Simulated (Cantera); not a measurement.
Input: 1 mol FeCl₂, 0.11 mol O₂, 32 mol H₂, equilibrated at 10000 Pa.

These are equilibrium values from Cantera (NASA tables, ideal gas, pure condensed phases), not measurements of a reactor. Candidate condensed phases: Fe, FeCl₂, FeCl₃, FeO, Fe(OH)₂, Fe(OH)₃, Fe₂O₃, Fe₃O₄, H₂O; 22 gas species. Equilibrium is a limit: real reactors are often held back by kinetics, nucleation or transport.

Which condensed phases are stable at each of these points (T (K)): 1175, 1225, 1275, 1325, 1375, 1425, 1475, 1525, 1575, 1625, 1675, 1725, 1775, 1825?


```tsv
T (K)	condensed phases	Fe condensed (%)
1175	Fe(α)	95.9
1225	Fe(γ)	95.3
1275	Fe(γ)	94.6
1325	Fe(γ)	94.0
1375	Fe(γ)	93.4
1425	Fe(γ)	92.7
1475	Fe(γ)	92.1
1525	Fe(γ)	91.5
1575	Fe(γ)	90.9
1625	Fe(γ)	90.2
1675	Fe(δ)	89.6
1725	Fe(δ)	88.9
1775	Fe(δ)	88.0
1825	Fe(l)	86.8
```

At 1175 K the condensed part is Fe(α). From 1225 K to 1625 K the condensed part is Fe(γ). From 1675 K to 1775 K the condensed part is Fe(δ). At 1825 K the condensed part is Fe(l).
